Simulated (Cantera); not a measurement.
A closed system holds: 1 mol Si, 3.7 mol HCl, 0.83 mol H₂, held at 327 °C and 0.310 bar.

Method: chemical equilibrium by Gibbs-energy minimisation in Cantera with the NASA 1993 tables (ideal gas, pure condensed phases). Candidate condensed phases: Si; 19 gas species. Equilibrium is a limit: real reactors are often held back by kinetics, nucleation or transport.

Base state: H₂ 0.719, SiCl₄ 0.204, SiHCl₃ 0.0753, SiH₂Cl₂ 0.00139, HCl 5.36e-5 (mole fractions); condensed: Si(s).

Problem. What changes in the equilibrium state with this change: pressure from 0.310 bar to 0.140 bar?

Solution. 
```json
[
 {"species": "H₂", "before": "0.719", "after": "0.723"},
 {"species": "SiCl₄", "before": "0.204", "after": "0.212"},
 {"species": "SiHCl₃", "before": "0.0753", "after": "0.0638"},
 {"species": "SiH₂Cl₂", "before": "0.00139", "after": "0.000959"},
 {"species": "HCl", "before": "5.36e-5", "after": "6.62e-5"},
 {"species": "Si(s), mol", "before": "0.00597", "after": "0.0168"}
]
```

Problem. What changes in the equilibrium state with this change: pressure from 0.310 bar to 0.100 bar?

Solution. 
```json
[
 {"species": "H₂", "before": "0.719", "after": "0.724"},
 {"species": "SiCl₄", "before": "0.204", "after": "0.216"},
 {"species": "SiHCl₃", "before": "0.0753", "after": "0.0593"},
 {"species": "SiH₂Cl₂", "before": "0.00139", "after": "0.000818"},
 {"species": "HCl", "before": "5.36e-5", "after": "7.24e-5"},
 {"species": "Si(s), mol", "before": "0.00597", "after": "0.0209"}
]
```
